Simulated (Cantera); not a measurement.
Cantera run:

```python
import numpy as np
import cantera as ct

gas_names = [...]  # 92 gases of nasa_gas.yaml made of C, H, N
cond_names = """
    C(gr) C6H6(L) C7H8(L) C8H18(L),n-octa
""".split()


# ... load() reads the species with a 1 bar reference pressure and builds the phases ...
atoms = {
    'n-butane': {'C': 4, 'H': 10},
    'H2': {'H': 2},
    'N2': {'N': 2},
}
top_T = {'C(gr)': 4500}  # K; cautious upper limits of use, not melting points


# ... equilibrate(T, P, feed) seeds the gas with the atoms and calls Mixture.equilibrate('TP', solver="vcs", rtol=1e-11, max_steps=5000) ...
results = []
feed = {'n-butane': 1, 'H2': 10, 'N2': 4.2}  # mol
T = 1973  # K
P = 240000  # Pa
mix = equilibrate(T, P, feed)
results.append((T, P, feed, dict(zip(mix.species_names, mix.species_moles))))
x = sorted(zip(gas.X, gas.species_names), reverse=True)
print(f"T = {T:g} K  P = {P:g} Pa  gas = {mix.phase_moles(0):.4g} mol")
print("   x: " + "  ".join(f"{s} {v:.3e}" for v, s in x if v > 1e-05))
print("   condensed (mol): " + ("  ".join(f"{mix.phase(i).name} {mix.phase_moles(i):.4g}"
      for i in range(1, mix.n_phases) if mix.phase_moles(i) > 1e-12) or "none"))
```

Output:

```
T = 1973 K  P = 240000 Pa  gas = 19.19 mol
   x: H2 7.764e-01  N2 2.160e-01  HCN 5.421e-03  H 7.674e-04  CH4 6.604e-04  C2H2,acetylene 4.973e-04  HNC 2.931e-04  NH3 1.605e-05  CH3 1.297e-05
   condensed (mol): C(gr) 3.858
```

Cantera equilibrium calculation (NASA polynomials, part measured and part estimated; ideal gas, pure solids and liquids).
